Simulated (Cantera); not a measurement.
A Cantera script and its output.

```python
import numpy as np
import cantera as ct

gas = ct.Solution("gri30.yaml")


def delay(T, t_max=10):
    gas.TPX = T, 3800000, {'CH4': 1, 'O2': 3.57, 'N2': 13.4}
    reactor = ct.IdealGasConstPressureReactor(gas, clone=False)
    net = ct.ReactorNet([reactor])
    net.rtol, net.atol = 1e-8, 1e-16
    while net.time < t_max:
        t_old, T_old = net.time, reactor.T
        net.step()
        if reactor.T > T + 400:  # ignition: a rise of 400 K
            return t_old + (T + 400 - T_old) / (reactor.T - T_old) * (net.time - t_old)
    return np.nan


taus = []
for T in [1125, 1175, 1225, 1275, 1325, 1375, 1425, 1475, 1525]:
    taus.append(delay(T))
    print(f"T0 = {T:6g} K   tau = {taus[-1]:.4e} s")
```

Result:

```
T0 =   1125 K   tau = 2.6147e-03 s
T0 =   1175 K   tau = 1.3206e-03 s
T0 =   1225 K   tau = 7.0861e-04 s
T0 =   1275 K   tau = 3.9990e-04 s
T0 =   1325 K   tau = 2.3534e-04 s
T0 =   1375 K   tau = 1.4343e-04 s
T0 =   1425 K   tau = 9.0041e-05 s
T0 =   1475 K   tau = 5.7984e-05 s
T0 =   1525 K   tau = 3.8185e-05 s
```

Detailed kinetics in Cantera: GRI-Mech 3.0 (53 species, 325 reactions). The pressure lies above the range GRI-Mech 3.0 was tuned for (to about 10 atm).
